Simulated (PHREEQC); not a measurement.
Consider water at 25 °C with 38 mmol/kgw FeCl3, 0.17 mmol/kgw Al2(SO4)3 and 0.12 mmol/kgw CaBr2. Closed to the air; pH follows from the charge balance.

Computed with PHREEQC (ion-association model, phreeqc.dat).

Each row changes one thing in this solution. This is a speciation only: nothing precipitates in the calculation.

```
case                                        pH  ionic strength (mol/kgw)  Cl- (mol/kgw)  Fe+3 (mol/kgw)  FeCl+2 (mol/kgw)  FeOH+2 (mol/kgw)  SI of Fe(OH)3(a) (Fe(OH)3)  SI of Goethite (FeOOH)
----------------------------------  ----------  ------------------------  -------------  --------------  ----------------  ----------------  --------------------------  ----------------------
as made                                   2.02                     0.177         0.0989          0.0124            0.0119           0.00369                       -1.61                   +4.28
diluted 100-fold with water               3.32                (withheld)        0.00114         1.96e-5        (withheld)          0.000220                       +0.22                   +6.11
FeCl3 from 0.038 to 0.0038 mol/kgw  (withheld)                    0.0192         0.0112        0.000955          0.000169           0.00166                       -0.41                   +5.48
FeCl3 from 0.038 to 0.0418 mol/kgw        2.00                     0.193          0.108      (withheld)        (withheld)           0.00377                       -1.65                   +4.24
0.0023 mol/kgw Na2SO4 added               2.04                     0.175         0.0997          0.0116            0.0112           0.00362                       -1.58                   +4.32
```

Q: Fill in the missing entries.

A: 
- diluted 100-fold with water, ionic strength (mol/kgw): 0.00146
- diluted 100-fold with water, FeCl+2 (mol/kgw): 5.34e-7
- FeCl3 from 0.038 to 0.0038 mol/kgw, pH: 2.65
- FeCl3 from 0.038 to 0.0418 mol/kgw, Fe+3 (mol/kgw): 0.0134
- FeCl3 from 0.038 to 0.0418 mol/kgw, FeCl+2 (mol/kgw): 0.0138

Species that the database lacks are ignored. Some of these states are supersaturated (in Hematite (slow to form), Goethite (slow to form), Fe(OH)3(a), for instance).
